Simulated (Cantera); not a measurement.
Hydrogen reduction and annealing atmospheres: TiO2 + H2 + H2O

Input: 1 mol TiO2, 270 mol H2, 3.6 mol H2O, held at 10000 Pa.

Equilibrium computed with Cantera from the NASA thermochemical tables; the gas is ideal and each condensed phase is pure. Candidate condensed phases: H2O, Ti, TiO, TiO2, Ti2O3, Ti3O5, Ti4O7; 12 gas species. Condensed phases not in the tables: Magnéli phases beyond Ti4O7. The numbers say what is thermodynamically allowed, not how fast it happens.

From 1123 K to 1473 K the condensed part is TiO2(rutile). From 1523 K to 1573 K the condensed part is Ti4O7(s).

```tsv
T (K)	x H2	x H2O	x H	x OH	n TiO2(rutile)	n Ti4O7(s)
1123	0.987	0.0132	1.34e-7	9.18e-12	1.00	0
1173	0.987	0.0132	3.70e-7	3.40e-11	1.00	0
1223	0.987	0.0132	9.45e-7	1.13e-10	1.00	0
1273	0.987	0.0132	2.24e-6	3.44e-10	1.00	0
1323	0.987	0.0132	4.98e-6	9.61e-10	1.00	0
1373	0.987	0.0132	1.05e-5	2.49e-9	1.00	0
1423	0.987	0.0132	2.09e-5	6.04e-9	1.00	0
1473	0.987	0.0132	3.97e-5	1.38e-8	1.00	0
1523	0.986	0.0141	7.26e-5	3.19e-8	0	0.250
1573	0.986	0.0141	0.000128	6.58e-8	0	0.250
```
x: gas mole fraction; n: condensed amount in mol.
